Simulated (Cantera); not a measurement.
Cantera run, input and output.

```python
import numpy as np
import cantera as ct

gas = ct.Solution("h2o2.yaml")
gas.TPX = 1225, 69000, {'H2': 1, 'O2': 0.862, 'N2': 3.24}
reactor = ct.IdealGasReactor(gas, energy="on", clone=False)
net = ct.ReactorNet([reactor])
net.rtol, net.atol = 1e-08, 1e-16
show = ['H2', 'O2', 'H2O2', 'H', 'HO2']
times = np.geomspace(4e-06, 2, 15)

steps = ct.SolutionArray(gas, extra=["t"])
rows = []
print(f"{'t/s':>10s}{'T/K':>9s}{'P/Pa':>11s}" + "".join(f"{s:>11s}" for s in show))
for t in times:
    while net.time < t:
        t_next = net.step()
        steps.append(gas.state, t=t_next)
    rows.append([np.interp(t, steps.t, y) for y in (steps.T, steps.P, *steps(*show).X.T)])
    print(f"{t:10.3e}{rows[-1][0]:9.1f}{rows[-1][1]:11.4g}" + "".join(f"{x:11.3e}" for x in rows[-1][2:]))
rate = np.gradient(steps.T, steps.t)
print("integrator steps:", len(steps.t))
if steps.T.max() > steps.T[0] + 200:
    print(f"time of steepest temperature rise: {steps.t[rate.argmax()]:.4e} s")
gas.TPX = 1225, 69000, {'H2': 1, 'O2': 0.862, 'N2': 3.24}
gas.equilibrate("UV")
print(f"equilibrium (UV): T = {gas.T:.1f} K  " + "  ".join(f"{s} {gas[s].X[0]:.3e}" for s in show))
```

Output:

```
       t/s      T/K       P/Pa         H2         O2       H2O2          H        HO2
 4.000e-06   1225.0    6.9e+04  1.960e-01  1.690e-01  2.114e-11  1.387e-08  1.074e-08
 1.021e-05   1225.0    6.9e+04  1.960e-01  1.690e-01  1.564e-10  1.103e-07  3.589e-08
 2.607e-05   1225.0    6.9e+04  1.960e-01  1.689e-01  5.042e-09  1.084e-05  1.265e-06
 6.657e-05   1838.4  1.002e+05  2.468e-02  7.756e-02  1.045e-06  4.714e-02  2.811e-05
 1.700e-04   2612.3  1.353e+05  9.500e-03  7.255e-02  4.546e-07  5.316e-03  1.250e-05
 4.339e-04   2664.8  1.376e+05  7.708e-03  7.281e-02  5.994e-07  3.745e-03  1.451e-05
 1.108e-03   2664.8  1.376e+05  7.708e-03  7.281e-02  5.995e-07  3.744e-03  1.451e-05
 2.828e-03   2664.8  1.376e+05  7.708e-03  7.281e-02  5.995e-07  3.744e-03  1.451e-05
 7.221e-03   2664.8  1.376e+05  7.708e-03  7.281e-02  5.995e-07  3.744e-03  1.451e-05
 1.844e-02   2664.8  1.376e+05  7.708e-03  7.281e-02  5.995e-07  3.744e-03  1.451e-05
 4.707e-02   2664.8  1.376e+05  7.708e-03  7.281e-02  5.995e-07  3.744e-03  1.451e-05
 1.202e-01   2664.8  1.376e+05  7.708e-03  7.281e-02  5.995e-07  3.744e-03  1.451e-05
 3.068e-01   2664.8  1.376e+05  7.708e-03  7.281e-02  5.995e-07  3.744e-03  1.451e-05
 7.834e-01   2664.8  1.376e+05  7.708e-03  7.281e-02  5.995e-07  3.744e-03  1.451e-05
 2.000e+00   2664.8  1.376e+05  7.708e-03  7.281e-02  5.995e-07  3.744e-03  1.451e-05
integrator steps: 1121
time of steepest temperature rise: 5.7588e-05 s
equilibrium (UV): T = 2664.8 K  H2 7.708e-03  O2 7.281e-02  H2O2 5.995e-07  H 3.744e-03  HO2 1.451e-05
```

Computed with Cantera and the H2/O2 subset of GRI-Mech 3.0, which has no nitrogen chemistry.
